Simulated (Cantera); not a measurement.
What does this Cantera script print?

```python
import numpy as np
import cantera as ct

gas_names = """
    AL ALCL ALCL2 ALCL3 ALH ALN AL2 AL2CL6 CL CL2 H HCL H2 N NH NH2 NH3 N2 N2H2 N2H4
""".split()
cond_names = """
    AL(cr) AL(L) ALCL3(s) ALCL3(L) ALN(s) NH4CL(a) NH4CL(b)
""".split()


def load(file, names, dense=False):
    # The tables refer to 1 bar. Condensed volumes are neglected.
    table = {s.name: s for s in ct.Species.list_from_file(file)}
    out = []
    for n in names:
        d = dict(table[n].input_data)
        d["thermo"] = dict(d["thermo"], **{"reference-pressure": 1e5})
        if dense:
            d["equation-of-state"] = {"model": "constant-volume", "density": "1e6 g/cm^3"}
        out.append(ct.Species.from_dict(d))
    return out


gas = ct.Solution(thermo="ideal-gas", species=load("nasa_gas.yaml", gas_names))
cond = {s.name: ct.Solution(thermo="fixed-stoichiometry", species=[s], name=s.name)
        for s in load("nasa_condensed.yaml", cond_names, dense=True)}
atoms = {
    'AlCl3': {'AL': 1, 'CL': 3},
    'NH3': {'N': 1, 'H': 3},
    'N2': {'N': 2},
}
top_T = {'ALN(s)': 2750}  # K; cautious upper limits of use, not melting points


def equilibrate(T, P, feed):
    n = {}
    for name, mol in feed.items():
        for a, k in atoms[name].items():
            n[a] = n.get(a, 0.0) + k * mol
    gas.TPX = T, P, n
    mass = sum(n.values()) * gas.mean_molecular_weight
    gas.equilibrate("TP")
    valid = [c for c in cond.values() if c.min_temp <= T <= top_T.get(c.name, c.max_temp)]
    mix = ct.Mixture([(gas, mass / gas.mean_molecular_weight)] + [(c, 0.0) for c in valid])
    mix.T, mix.P = T, P
    mix.equilibrate("TP", solver="vcs", rtol=1e-11, max_steps=5000)
    return mix


results = []
T = 1273  # K
P = 10000  # Pa
for m in [7.5, 12, 18, 27, 42, 65, 100, 150, 240]:
    feed = {'AlCl3': 1, 'NH3': m, 'N2': 10}  # mol
    mix = equilibrate(T, P, feed)
    results.append((T, P, feed, dict(zip(mix.species_names, mix.species_moles))))
    x = sorted(zip(gas.X, gas.species_names), reverse=True)
    print(f"T = {T:g} K  P = {P:g} Pa  n(NH3) = {m:g} mol  gas = {mix.phase_moles(0):.4g} mol")
    print("   x: " + "  ".join(f"{s} {v:.3e}" for v, s in x if v > 1e-06))
    print("   condensed (mol): " + ("  ".join(f"{mix.phase(i).name} {mix.phase_moles(i):.4g}"
          for i in range(1, mix.n_phases) if mix.phase_moles(i) > 1e-12) or "none"))
```

It prints:

```
T = 1273 K  P = 10000 Pa  n(NH3) = 7.5 mol  gas = 26 mol
   x: N2 5.188e-01  H2 4.025e-01  HCL 6.044e-02  ALCL3 1.826e-02  ALCL2 7.114e-05  ALCL 5.931e-06  NH3 2.547e-06  H 1.431e-06
   condensed (mol): ALN(s) 0.5231
T = 1273 K  P = 10000 Pa  n(NH3) = 12 mol  gas = 35 mol
   x: H2 4.873e-01  N2 4.481e-01  HCL 5.401e-02  ALCL3 1.053e-02  ALCL2 5.050e-05  ALCL 5.183e-06  NH3 3.153e-06  H 1.574e-06
   condensed (mol): ALN(s) 0.6295
T = 1273 K  P = 10000 Pa  n(NH3) = 18 mol  gas = 47 mol
   x: H2 5.513e-01  N2 3.965e-01  HCL 4.624e-02  ALCL3 5.837e-03  ALCL2 3.478e-05  ALCL 4.435e-06  NH3 3.570e-06  H 1.674e-06
   condensed (mol): ALN(s) 0.7238
T = 1273 K  P = 10000 Pa  n(NH3) = 27 mol  gas = 65 mol
   x: H2 6.043e-01  N2 3.553e-01  HCL 3.751e-02  ALCL3 2.867e-03  ALCL2 2.205e-05  NH3 3.878e-06  ALCL 3.630e-06  H 1.753e-06
   condensed (mol): ALN(s) 0.812
T = 1273 K  P = 10000 Pa  n(NH3) = 42 mol  gas = 95 mol
   x: H2 6.491e-01  N2 3.216e-01  HCL 2.813e-02  ALCL3 1.142e-03  ALCL2 1.213e-05  NH3 4.107e-06  ALCL 2.760e-06  H 1.817e-06
   condensed (mol): ALN(s) 0.8901
T = 1273 K  P = 10000 Pa  n(NH3) = 65 mol  gas = 141 mol
   x: H2 6.814e-01  N2 2.981e-01  HCL 2.006e-02  ALCL3 4.000e-04  ALCL2 6.108e-06  NH3 4.254e-06  ALCL 1.996e-06  H 1.862e-06
   condensed (mol): ALN(s) 0.9425
T = 1273 K  P = 10000 Pa  n(NH3) = 100 mol  gas = 211 mol
   x: H2 7.040e-01  N2 2.821e-01  HCL 1.383e-02  ALCL3 1.282e-04  NH3 4.345e-06  ALCL2 2.887e-06  H 1.892e-06  ALCL 1.391e-06
   condensed (mol): ALN(s) 0.972
T = 1273 K  P = 10000 Pa  n(NH3) = 150 mol  gas = 311 mol
   x: H2 7.187e-01  N2 2.717e-01  HCL 9.519e-03  ALCL3 4.131e-05  NH3 4.399e-06  H 1.912e-06  ALCL2 1.365e-06
   condensed (mol): ALN(s) 0.9864
T = 1273 K  P = 10000 Pa  n(NH3) = 240 mol  gas = 491 mol
   x: H2 7.302e-01  N2 2.638e-01  HCL 6.076e-03  ALCL3 1.065e-05  NH3 4.438e-06  H 1.927e-06
   condensed (mol): ALN(s) 0.9942
```

These are equilibrium values from Cantera (NASA tables, ideal gas, pure condensed phases), not measurements of a reactor. The tables' values for AlCl2 are old estimates; treat these amounts as uncertain.
